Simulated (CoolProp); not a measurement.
Vapour-liquid equilibrium of R143a (1) + isobutane (2) at 0.0195 MPa; x and y are mole fractions of (1).

Model: multi-fluid Helmholtz-energy mixture model, Lemmon and Jacobsen 2000 and Bücker 2006; pair parameters Bell 2016, in CoolProp.

```tsv
x	bubble temperature, mixture model (K)	bubble temperature, Raoult's law (K)	y, mixture model	y, Raoult's law
0.05	210.3	222.3	0.617	0.219
0.2	198.8	214.5	0.842	0.586
0.35	197.2	209.1	0.865	0.762
0.5	197.1	205.1	0.867	0.860
0.65	197.0	201.9	0.868	0.922
0.8	196.7	199.2	0.886	0.963
0.95	196.3	197.0	0.952	0.992
```

The largest gap from Raoult's law is -15.7 K in bubble temperature, at x = 0.2. No azeotrope shows between x = 0.05 and 0.95.

The pair parameters rest on a limited set of measurements; away from them the model extrapolates. With so large a gap from Raoult's law the liquid may split in two, which this calculation doesn't test in full.
